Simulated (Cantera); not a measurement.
What does this Cantera script print?

```python
import numpy as np
import cantera as ct

gas_names = """
    H HO2 H2 H2O H2O2 H2S H2SO4 Na NaH NaO NaOH Na2 Na2O Na2O2H2 Na2SO4 O OH O2 O3 S SH SO SO2 SO3 S2
    S2O S8
""".split()
cond_names = """
    H2O(s) H2O(L) H2SO4(L) Na(cr) Na(L) NaOH(a) NaOH(L) NaO2(s) Na2O(c) Na2O(a) Na2O(L) Na2O2(a)
    Na2O2(b) Na2S(1) Na2S(2) Na2S(L) Na2SO4(V) Na2SO4(IV) Na2SO4(I) Na2SO4(L) S(cr1) S(cr2) S(L)
""".split()


# ... load() reads the species with a 1 bar reference pressure and builds the phases ...
atoms = {
    'Na2SO4': {'Na': 2, 'S': 1, 'O': 4},
    'H2': {'H': 2},
}
top_T = {'NaO2(s)': 800, 'Na2O2(b)': 940}  # K; cautious upper limits of use, not melting points


# ... equilibrate(T, P, feed) seeds the gas with the atoms and calls Mixture.equilibrate('TP', solver="vcs", rtol=1e-11, max_steps=5000) ...
results = []
feed = {'Na2SO4': 1, 'H2': 5.6}  # mol
P = 100000  # Pa
for T in [1223, 1273, 1323, 1373, 1423, 1473, 1523, 1573, 1623, 1673]:
    mix = equilibrate(T, P, feed)
    results.append((T, P, feed, dict(zip(mix.species_names, mix.species_moles))))

top = {s: max(r[3][s] / sum(r[3][g] for g in gas_names) for r in results) for s in gas_names}
cols = sorted((s for s in top if top[s] > 1e-05), key=lambda s: -top[s])[:5]
seen = [c for c in cond_names if any(r[3].get(c, 0) > 1e-12 for r in results)]
print("log10 of partial pressures in bar; condensed amounts in mol")
print(f"{'T/K':>10s}" + "".join(f"{s[:9]:>10s}" for s in cols + seen))
for T, P, feed, n in results:
    ng = sum(n[g] for g in gas_names)
    print(f"{T:10.4g}" + "".join(f"{np.log10(max(n[s] / ng * P / 1e5, 1e-99)):10.3f}" for s in cols)
          + "".join(f"{n.get(c, 0):10.4g}" for c in seen))
```

Output:

```
log10 of partial pressures in bar; condensed amounts in mol
       T/K       H2O        H2        Na      NaOH       H2S   Na2S(1)   Na2S(2)   Na2S(L)
      1223    -0.147    -0.544    -3.725    -3.114    -3.316    0.9973         0         0
      1273    -0.147    -0.545    -3.410    -2.893    -3.076    0.9953         0         0
      1323    -0.148    -0.545    -3.124    -2.692    -2.855         0    0.9921         0
      1373    -0.149    -0.546    -2.863    -2.509    -2.652         0    0.9874         0
      1423    -0.151    -0.548    -2.622    -2.341    -2.463         0    0.9804         0
      1473    -0.153    -0.550    -2.402    -2.190    -2.292         0         0    0.9705
      1523    -0.157    -0.553    -2.202    -2.053    -2.140         0         0    0.9571
      1573    -0.161    -0.557    -2.013    -1.925    -2.002         0         0    0.9384
      1623    -0.168    -0.561    -1.832    -1.803    -1.882         0         0    0.9125
      1673    -0.177    -0.565    -1.658    -1.687    -1.780         0         0    0.8761
```

Cantera equilibrium calculation (NASA polynomials, part measured and part estimated; ideal gas, pure solids and liquids). Gases not in the tables: S3 to S7.
